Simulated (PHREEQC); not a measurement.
Solution (25 °C): 0.086 mol/kgw NaOH and 0.0054 mol/kgw CO2. Closed to the air; pH follows from the charge balance.

Model: ion-association model, phreeqc.dat, run in PHREEQC.

```
quantity                  before    after
------------------------  ------  -------
pH                         12.76     4.31
ionic strength (mol/kgw)  0.0872  4.92e-5
```

Which change was made?
(A) CO2 from 0.0054 to 0.00108 mol/kgw
(B) NaOH left out
(C) CO2 left out
(D) temperature from 25 to 40 °C
(E) NaOH from 0.086 to 0.0086 mol/kgw

B, NaOH left out

This is a speciation only: nothing precipitates in the calculation.
